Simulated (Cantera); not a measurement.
Thermodynamics of hydrogen reduction and annealing atmospheres, feed Cr₂O₃ + H₂ + N₂

A closed system holds: 1 mol Cr₂O₃, 31 mol H₂, a varied amount of N₂, equilibrated at 13.3 mbar.

Cantera equilibrium calculation (NASA polynomials, part measured and part estimated; ideal gas, pure solids and liquids). Candidate condensed phases: Cr, CrN, Cr₂N, Cr₂O₃, H₂O; 29 gas species. Mutual solubility and eutectic melting of coexisting phases are not modelled. Equilibrium is a limit: real reactors are often held back by kinetics, nucleation or transport.

Stable condensed phases:

```
T in °C \ n(N₂) in mol
         0.71  1.3  2.2  3.9  6.9   12   21   38
   1852     A    A    A    A    A    A    B    B
   1702     A    A    A    A    A    A    A    A
   1552     A    A    A    A    A    A    A    A
   1402     C    C    C    C    C    C    C    A
   1252     C    C    C    C    C    C    C    C
   1102     C    C    C    C    C    C    C    C
    952     C    C    D    D    D    D    D    D
    802     D    D    D    D    D    D    D    E
    652     E    E    E    E    E    E    E    E
    502     A    A    A    A    A    A    A    A
```

A: Cr₂O₃; B: gas only; C: Cr + Cr₂O₃; D: Cr₂N + Cr₂O₃; E: CrN + Cr₂O₃.
